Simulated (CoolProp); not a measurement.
The fluid at 298.15 K and 0.0164 MPa is compressed adiabatically to 0.0894 MPa with isentropic efficiency 0.8. The same conditions are run with several fluids, on thermodynamics alone (safety and materials aside).

Computed with CoolProp (reference Helmholtz-energy equation of state of each fluid (n-perfluorohexane: Gao 2022; R142b: Lemmon 2006; R507A: Lemmon 2003; sulfur hexafluoride: Guder 2009; n-perfluorobutane: Gao 2022)). Blends and air are pseudo-pure fits.

Task: Rank n-perfluorohexane, R142b, R507A, sulfur hexafluoride, n-perfluorobutane by work (kJ/kg), highest first.

Result: R507A (57.4), R142b (56.4), sulfur hexafluoride (38.5), n-perfluorobutane (22.6), n-perfluorohexane (15.2)

```json
[
 {"fluid": "n-perfluorohexane", "final temperature (K)": "326.6", "final phase": "two-phase, vapour fraction 0.914", "final density (kg/m³)": "12.9"},
 {"fluid": "R142b", "final temperature (K)": "362.9", "final phase": "gas", "final density (kg/m³)": "3.01"},
 {"fluid": "R507A", "final temperature (K)": "361.6", "final phase": "gas", "final density (kg/m³)": "2.96"},
 {"fluid": "sulfur hexafluoride", "final temperature (K)": "353.1", "final phase": "gas", "final density (kg/m³)": "4.47"},
 {"fluid": "n-perfluorobutane", "final temperature (K)": "324.7", "final phase": "gas", "final density (kg/m³)": "8.07"}
]
```
